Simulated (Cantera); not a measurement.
A closed system holds: 1 mol NH3, 2.6 mol H2, 0.74 mol O2, at 2448 K and 36.0 Pa.

Method: chemical equilibrium by Gibbs-energy minimisation in Cantera with the NASA 1993 tables (ideal gas, pure condensed phases). Candidate condensed phases: H2O; 24 gas species. Equilibrium is a limit: real reactors are often held back by kinetics, nucleation or transport.

Task: What is the equilibrium state?

Result: 
| Item | Result |
|---|---|
| x(H) | 0.499 |
| x(H2) | 0.227 |
| x(H2O) | 0.0931 |
| x(N2) | 0.0712 |
| x(O) | 0.0585 |
| x(OH) | 0.0400 |
| x(O2) | 0.00991 |
| x(NO) | 0.00137 |
| x(N) | 2.51e-6 |
| gas amount | 6.957 mol |
